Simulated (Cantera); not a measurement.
What does this Cantera script print?

```python
import numpy as np
import cantera as ct

gas = ct.Solution("gri30.yaml")


def delay(T, t_max=10):
    gas.TPX = T, 520000, {'CH4': 1, 'O2': 3.57, 'N2': 13.9}
    reactor = ct.IdealGasReactor(gas, clone=False)
    net = ct.ReactorNet([reactor])
    net.rtol, net.atol = 1e-8, 1e-16
    while net.time < t_max:
        t_old, T_old = net.time, reactor.T
        net.step()
        if reactor.T > T + 400:  # ignition: a rise of 400 K
            return t_old + (T + 400 - T_old) / (reactor.T - T_old) * (net.time - t_old)
    return np.nan


taus = []
for T in [1050, 1100, 1150, 1200, 1250, 1300, 1350]:
    taus.append(delay(T))
    print(f"T0 = {T:6g} K   tau = {taus[-1]:.4e} s")
```

Result:

```
T0 =   1050 K   tau = 6.0846e-02 s
T0 =   1100 K   tau = 2.8448e-02 s
T0 =   1150 K   tau = 1.4033e-02 s
T0 =   1200 K   tau = 7.2090e-03 s
T0 =   1250 K   tau = 3.8329e-03 s
T0 =   1300 K   tau = 2.1028e-03 s
T0 =   1350 K   tau = 1.1886e-03 s
```

Model: GRI-Mech 3.0 (53 species, 325 reactions), integrated in Cantera.
